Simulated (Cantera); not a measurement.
An isothermal, constant-pressure homogeneous reactor starts with CH4 : N2 = 1 : 1.5 (molar parts), at 1125 K and 1.00 bar. Integrator tolerance rtol = 1e-08.

Detailed kinetics in Cantera: GRI-Mech 3.0 (53 species, 325 reactions). GRI-Mech 3.0 stops at C3 and has no aromatics, soot or wall deposition, so with more carbon than oxygen in the feed, carbon stays in small species such as C2H2 where larger ones or solid carbon would form.

Question: What does this change do: temperature 1125 to 1623 K?

Answer: 
```tsv
quantity	before	after
x(CH4) at 10.0 s	0.400 (gas-phase equilibrium 0.315)	0.0229 (gas-phase equilibrium 0.0187)
x(H2) at 10.0 s	5.48e-5 (gas-phase equilibrium 0.0801)	0.401 (gas-phase equilibrium 0.407)
x(C2H4) at 10.0 s	8.37e-6 (gas-phase equilibrium 0.0184)	0.00474 (gas-phase equilibrium 0.00309)
x(HCN) at 10.0 s	<1e-12 (gas-phase equilibrium 0.0176)	4.01e-7 (gas-phase equilibrium 0.0988)
x(CH2) at 10.0 s	<1e-12 (gas-phase equilibrium <1e-12)	5.36e-9 (gas-phase equilibrium 4.33e-9)
x(C2H2) at 10.0 s	1.17e-7 (gas-phase equilibrium 0.00545)	0.131 (gas-phase equilibrium 0.0841)
x(C2H6) at 10.0 s	3.76e-5 (gas-phase equilibrium 0.000582)	6.92e-6 (gas-phase equilibrium 4.57e-6)
```

Question: What does this change do: temperature 1125 to 1900 K?

Answer: 
| quantity | before | after |
|---|---|---|
| x(CH4) at 10.0 s | 0.400 (gas-phase equilibrium 0.315) | 0.00297 (gas-phase equilibrium 0.00230) |
| x(H2) at 10.0 s | 5.48e-5 (gas-phase equilibrium 0.0801) | 0.425 (gas-phase equilibrium 0.425) |
| x(C2H4) at 10.0 s | 8.37e-6 (gas-phase equilibrium 0.0184) | 0.000722 (gas-phase equilibrium 0.000431) |
| x(HCN) at 10.0 s | <1e-12 (gas-phase equilibrium 0.0176) | 0.000294 (gas-phase equilibrium 0.115) |
| x(CH2) at 10.0 s | <1e-12 (gas-phase equilibrium <1e-12) | 1.08e-7 (gas-phase equilibrium 8.36e-8) |
| x(C2H2) at 10.0 s | 1.17e-7 (gas-phase equilibrium 0.00545) | 0.141 (gas-phase equilibrium 0.0840) |
| x(C2H6) at 10.0 s | 3.76e-5 (gas-phase equilibrium 0.000582) | 2.42e-7 (gas-phase equilibrium 1.45e-7) |
